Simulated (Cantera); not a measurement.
Charge: 1 mol Fe₂O₃, 0.41 mol Cl₂, 0.63 mol H₂, equilibrated at 1200 °C and 82.5 Torr.

Cantera equilibrium calculation (NASA polynomials, part measured and part estimated; ideal gas, pure solids and liquids). Candidate condensed phases: Fe, FeCl₂, FeCl₃, FeO, Fe(OH)₂, Fe(OH)₃, Fe₂O₃, Fe₃O₄, H₂O; 22 gas species. Mutual solubility and eutectic melting of coexisting phases are not modelled. Rates play no part.

Base state: HCl 0.646, H₂O 0.266, FeCl₂ 0.0489, O₂ 0.0243, Cl 0.00769, FeCl₃ 0.00338, Cl₂ 0.00276, OH 0.000102 (mole fractions); condensed: Fe₂O₃(s) + Fe₃O₄(s).

Problem. What changes in the equilibrium state with this change: temperature from 1200 °C to 777 °C?

Solution. 
```
species          before    after
-------------  --------  -------
HCl               0.646    0.770
H₂O               0.266    0.221
FeCl₂            0.0489  0.00744
O₂               0.0243  4.56e-9
OH             0.000102  9.14e-9
ClO             1.01e-5    <1e-9
HOCl            1.03e-5  3.11e-9
Fe₂O₃(s), mol     0.213    0.347
Fe₃O₄(s), mol     0.506    0.432
```
